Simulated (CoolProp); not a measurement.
Vapour-liquid equilibrium of sulfur dioxide (1) + toluene (2) at 0.0204 MPa; x and y are mole fractions of (1).

The numbers come from the multi-fluid Helmholtz-energy mixture model, Gao 2016 and Lemmon 2006; pair parameters Bell 2016 in CoolProp.

```tsv
x	bubble temperature, mixture model (°C)	bubble temperature, Raoult's law (°C)	y, mixture model	y, Raoult's law
0.05	29.1	21.5	0.781	0.853
0.125	5.3	0.2	0.946	0.961
0.2	-7.6	-10.3	0.979	0.982
0.275	-16.0	-17.0	0.990	0.990
0.35	-21.9	-21.9	0.994	0.994
0.425	-26.3	-25.7	0.996	0.996
0.5	-29.6	-28.7	0.998	0.997
0.575	-32.2	-31.3	0.998	0.998
0.65	-34.3	-33.5	0.999	0.999
0.725	-36.0	-35.5	0.999	0.999
0.8	-37.5	-37.2	0.999	0.999
0.875	-38.8	-38.7	1.000	1.000
0.95	-40.1	-40.1	1.000	1.000
```

The largest gap from Raoult's law is +7.6 K in bubble temperature, at x = 0.05. No azeotrope shows between x = 0.05 and 0.95.

Pair parameters are fitted to limited data, so mixtures are less certain than the pure fluids. The gap from Raoult's law changes sign with composition, which may be real or a fault of the pair parameters; it wasn't checked against measurements.
